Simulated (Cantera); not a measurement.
A perfectly stirred reactor is fed with 4.76 % H₂, 95.2 % O₂, equivalence ratio 0.025, at 6.30 Torr; it is held at 1075 K, and followed from long to short residence time.

Computed with Cantera and GRI-Mech 3.0 (53 species, 325 reactions). Radical loss at walls, strong at low pressure, is not modelled. The temperature is held fixed by assumption; the heat of reaction is taken as removed at once.

One state of this run: x H₂ = 0.000868; x O₂ = 0.941; x H = 0.00191; x H₂O₂ = 7.28e-8; x OH = 0.00142; x H₂O = 0.0459; x HO₂ = 2.68e-6. x: mole fraction; the columns are a selection and need not sum to one.

Problem. Which value of τ (s) does it belong to?
A. 0.0055
B. 0.32
C. 0.18
D. 0.58

Solution. C, 0.18
